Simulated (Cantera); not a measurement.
Input: 1 mol SiH4, 16 mol H2, held at 1475 °C and 10.5 Torr.

Cantera equilibrium calculation (NASA polynomials, part measured and part estimated; ideal gas, pure solids and liquids). Candidate condensed phases: Si; 9 gas species. Gases not in the tables: Si2H6 and higher silanes. Equilibrium is a limit: real reactors are often held back by kinetics, nucleation or transport.

Base state: H2 0.998, H 0.00193, Si 0.000104, SiH2 2.05e-5, SiH 1.64e-5 (mole fractions); condensed: Si(l).

What changes in the equilibrium state with this change: temperature from 1475 °C to 752 °C?


| species | before | after |
|---|---|---|
| H2 | 0.998 | 1.00 |
| H | 0.00193 | 3.68e-8 |
| Si | 0.000104 | <1e-9 |
| SiH2 | 2.05e-5 | <1e-9 |
| SiH | 1.64e-5 | <1e-9 |
| Si(l), mol | 0.997 | 0 |
| Si(s), mol | 0 | 1.00 |
